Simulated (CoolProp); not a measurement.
Saturated liquid density (kg/m³) of R123: the reference equation beside estimates from Tc = 183.7 °C, pc = 36.62 bar, ω = 0.282.

Computed with CoolProp (reference Helmholtz-energy equation of state, Younglove 1994). It is a modified Benedict-Webb-Rubin equation, recast in Helmholtz form.

```csv
T (°C),reference,van der Waals,Peng-Robinson
-22.65,1580,939.6,1612
-9.05,1548,922.2,1584
4.45,1515,904.0,1554
18.05,1482,884.9,1521
31.55,1447,865.0,1487
45.15,1411,843.9,1448
58.65,1374,821.7,1407
72.25,1335,798.0,1361
```

Absolute difference from the reference over all 8 rows, mean and median: van der Waals 40.3 and 40.3 %, Peng-Robinson 2.4 and 2.5 %.
